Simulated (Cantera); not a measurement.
Feed: 1 mol Si2Cl6, a varied amount of NH3, 3.5 mol N2, held at 850 K and 10.0 mbar.

These are equilibrium values from Cantera (NASA tables, ideal gas, pure condensed phases), not measurements of a reactor. Candidate condensed phases: NH4Cl, Si, Si3N4; 28 gas species. The feed counts by its element totals alone. Rates play no part.

x: gas mole fraction; n: condensed amount in mol.

```
n(NH3) (mol)     x H2   x N2   x HCl   x SiCl4  n Si3N4(s)
------------  -------  -----  ------  --------  ----------
0.2           0.00837  0.623   0.101     0.268  (withheld)
0.31           0.0171  0.598   0.140     0.245  (withheld)
0.48           0.0329  0.565   0.186     0.216  (withheld)
0.76           0.0613  0.522   0.239     0.178  (withheld)
1.2             0.105  0.472   0.287     0.135  (withheld)
1.9             0.167  0.420   0.322    0.0919  (withheld)
2.9             0.238  0.373   0.333    0.0561  (withheld)
4.6             0.326  0.331   0.316    0.0262  (withheld)
7.2             0.418  0.302   0.271   0.00915       0.607
11              0.502  0.284   0.211   0.00244       0.644
18              0.584  0.272   0.144  0.000403       0.661
28              0.638  0.264  0.0978   7.29e-5       0.665
```

Q: Some entries are withheld; supply them.

A: 
- 0.2, n Si3N4(s): 0.210
- 0.31, n Si3N4(s): 0.229
- 0.48, n Si3N4(s): 0.255
- 0.76, n Si3N4(s): 0.292
- 1.2, n Si3N4(s): 0.340
- 1.9, n Si3N4(s): 0.400
- 2.9, n Si3N4(s): 0.465
- 4.6, n Si3N4(s): 0.542
